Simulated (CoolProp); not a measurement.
Vapour-liquid equilibrium of cyclohexane (1) + toluene (2) at 0.193 MPa; x and y are mole fractions of (1).

The numbers come from the multi-fluid Helmholtz-energy mixture model, Zhou 2014 and Lemmon 2006; pair parameters Bell 2016 in CoolProp.

```csv
x,"bubble temperature, mixture model (K)","bubble temperature, Raoult's law (K)","y, mixture model","y, Raoult's law"
0.05,405.1,405.9,…,0.100
0.2,397.5,399.9,0.373,0.349
0.35,…,394.6,0.551,0.540
0.5,387.2,389.8,…,0.689
0.65,383.5,385.5,…,0.807
0.8,…,381.6,0.881,0.901
0.95,…,378.0,0.970,0.978
```

Q: Some entries are withheld; supply them.

A: 
- 0.05, y, mixture model: 0.114
- 0.35, bubble temperature, mixture model (K): 391.7
- 0.5, y, mixture model: 0.682
- 0.65, y, mixture model: 0.788
- 0.8, bubble temperature, mixture model (K): 380.5
- 0.95, bubble temperature, mixture model (K): 377.8

The largest gap from Raoult's law is -2.9 K in bubble temperature, at x = 0.35. No azeotrope shows between x = 0.05 and 0.95.

Pair parameters are fitted to limited data, so mixtures are less certain than the pure fluids.
